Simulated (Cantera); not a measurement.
A closed system holds: 1 mol SiC, 0.16 mol O2, 17 mol N2, 0.79 mol N2O, equilibrated at 1600 °C and 1050 Torr.

These are equilibrium values from Cantera (NASA tables, ideal gas, pure condensed phases), not measurements of a reactor. Candidate condensed phases: C, Si, SiC, SiO2, Si2N2O, Si3N4; 34 gas species. Mutual solubility and eutectic melting of coexisting phases are not modelled. Rates play no part.

Base state: N2 0.959, CO 0.0406, SiO 0.000376 (mole fractions); condensed: SiC(s) + Si2N2O(s).

What changes in the equilibrium state with this change: O2 from 0.16 to 1.9 mol?


```csv
species,before,after
N2,0.959,0.931
CO2,1.32e-7,0.0522
O2,<1e-9,0.0148
CO,0.0406,0.000155
SiO,0.000376,4.42e-9
NO,<1e-9,0.00152
O,<1e-9,2.43e-5
"SiC(s), mol",0.262,0
"Si2N2O(s), mol",0.365,0
"SiO2(condensed), mol",0,1.00
```
The tables hold silica as quartz up to 1696 K and as liquid above; real silica turns to tridymite and cristobalite and melts near 1996 K.

What changes in the equilibrium state with this change: N2O from 0.79 to 0.019 mol?


```json
[
 {"species": "N2", "before": "0.959", "after": "0.987"},
 {"species": "CO", "before": "0.0406", "after": "0.0131"},
 {"species": "SiO", "before": "0.000376", "after": "0.000253"},
 {"species": "SiC(s), mol", "before": "0.262", "after": "0.775"},
 {"species": "Si2N2O(s), mol", "before": "0.365", "after": "0.110"}
]
```
